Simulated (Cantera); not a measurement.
An adiabatic, constant-volume homogeneous reactor starts with CH4 : H2 : O2 : N2 : H2O = 1 : 0.035 : 1.34 : 5.06 : 0.77 (molar parts), equivalence ratio 1.5, at 1298 K and 7.50 atm. Integrator tolerance rtol = 1e-08.

Computed with Cantera and GRI-Mech 3.0 (53 species, 325 reactions).

Q: What does this change do: 0.24 parts C2H6 added?

A: 
```
quantity                                                              before                                    after
---------------------------------  -----------------------------------------  ---------------------------------------
time of steepest temperature rise                                    1.78 ms                                 0.225 ms
temperature at 0.700 s                                                2811 K                                   2510 K
equilibrium temperature                                               2811 K                                   2510 K
x(CH4) at 0.700 s                  4.77e-11 (gas-phase equilibrium 5.43e-11)  3.60e-9 (gas-phase equilibrium 4.03e-9)
x(H2) at 0.700 s                       0.0757 (gas-phase equilibrium 0.0757)      0.174 (gas-phase equilibrium 0.174)
x(O2) at 0.700 s                   0.000278 (gas-phase equilibrium 0.000278)  2.26e-6 (gas-phase equilibrium 2.26e-6)
x(O) at 0.700 s                    0.000225 (gas-phase equilibrium 0.000225)  5.49e-6 (gas-phase equilibrium 5.49e-6)
x(HCN) at 0.700 s                    1.93e-7 (gas-phase equilibrium 1.93e-7)  1.36e-6 (gas-phase equilibrium 1.36e-6)
```
